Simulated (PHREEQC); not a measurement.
2.2 g of hydrous ferric oxide (600 m²/g; 0.2 weak and 0.005 strong sites per Fe, Dzombak-Morel constants, diffuse double layer) in 1 kg of water with 0.05 mol/kgw of an inert sodium salt and 0.048 mmol/kgw CaCl2 and 1.8 mmol/kgw Na2HAsO4, at 25 °C; the pH is set by adding NaOH or the inert anion's acid. O2 is buffered at 0.21 atm. No CO2 enters from the air. Nothing may precipitate in this run.

All values are PHREEQC results (ion-association model, wateq4f.dat), not measurements.

```csv
pH,Ca sorbed (%),As sorbed (%),surface charge σ (C/m²),surface potential ψ (mV)
3,0.0,100.0,0.207,139
3.67,0.0,100.0,0.168,129
4.33,0.0,100.0,0.125,114
5,0.1,100.0,0.083,94
5.67,0.7,100.0,0.047,67
6.33,[?],100.0,0.020,35
7,57.8,99.9,0.000,1
7.67,95.1,[?],-0.020,-35
8.33,99.6,94.3,-0.046,[?]
9,100.0,73.7,-0.081,[?]
9.67,100.0,[?],-0.121,-113
10.33,100.0,[?],-0.166,-128
11,100.0,32.6,-0.216,-140
```

Task: What belongs in the gaps?

Result: 
- 6.33, Ca sorbed (%): 9.1
- 7.67, As sorbed (%): 99.4
- 8.33, surface potential ψ (mV): -67
- 9, surface potential ψ (mV): -93
- 9.67, As sorbed (%): 52.5
- 10.33, As sorbed (%): 42.3

Species that the database lacks are ignored. The database has no arsenate complexes of Ca. The oxide is taken as insoluble; below pH 4 it would dissolve.
